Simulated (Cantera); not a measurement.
A perfectly stirred reactor is fed with H2 : O2 : N2 = 1 : 0.312 : 1.17 (molar parts), at 5.00 bar; it is adiabatic with a 750 K inlet, and is followed from long to short residence time, starting on the burning branch (τ in s: 0.47, 0.17, 0.065, 0.024, 0.0089, 0.0033, 0.0012, 0.00045, 0.00017, 6.2e-05, 2.3e-05).

Cantera simulation using the H2/O2 subset of GRI-Mech 3.0, which has no nitrogen chemistry; the numbers are that mechanism's predictions, not measurements. The hydrogen kinetics of GRI-Mech 3.0 are dated; newer H2 mechanisms differ, most at raised pressure.

x: mole fraction; the columns are a selection and need not sum to one.

```csv
τ (s),T (K),x H2,x O2,x H2O2,x OH,x HO2,x O
0.47,2548,0.171,3.19e-5,2.79e-8,0.00210,5.55e-8,4.63e-5
0.17,2548,0.171,3.29e-5,2.82e-8,0.00210,5.64e-8,4.66e-5
0.065,2548,0.171,3.54e-5,2.88e-8,0.00212,5.86e-8,4.74e-5
0.024,2546,0.171,4.22e-5,3.06e-8,0.00217,6.48e-8,4.96e-5
0.0089,2543,0.171,5.94e-5,3.54e-8,0.00229,8.16e-8,5.54e-5
0.0033,2536,0.170,0.000100,4.72e-8,0.00257,1.27e-7,7.11e-5
0.0012,2519,0.170,0.000192,7.56e-8,0.00319,2.57e-7,0.000113
0.00045,2489,0.169,0.000374,1.31e-7,0.00428,5.91e-7,0.000215
0.00017,2438,0.167,0.000729,2.24e-7,0.00589,1.38e-6,0.000444
6.2e-5,2355,0.164,0.00146,3.67e-7,0.00795,3.13e-6,0.000937
2.3e-5,2238,0.160,…,…,…,…,…
```

Q: What belongs in the gaps?

A: 
- 2.3e-5, x O2: 0.00286
- 2.3e-5, x H2O2: 5.88e-7
- 2.3e-5, x OH: 0.00987
- 2.3e-5, x HO2: 6.68e-6
- 2.3e-5, x O: 0.00182
